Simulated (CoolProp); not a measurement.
Vapour-liquid equilibrium of CH2F2 (R32) (1) + methanol (2) at 0.934 bar; x and y are mole fractions of (1).

Model: multi-fluid Helmholtz-energy mixture model, Tillner-Roth 1997 and de Reuck 1993; pair parameters Bell 2016, in CoolProp.

Give the bubble temperature and the first vapour's composition at x = 0.2, 0.35, 0.65. Is there an azeotrope?

x = 0.2: -43.4 °C, y = 0.999; x = 0.35: -48.7 °C, y = 0.999; x = 0.65: -50.0 °C, y = 0.999. No azeotrope shows between x = 0.05 and 0.95.

The pair parameters rest on a limited set of measurements; away from them the model extrapolates. With so large a gap from Raoult's law the liquid may split in two, which this calculation doesn't test in full.
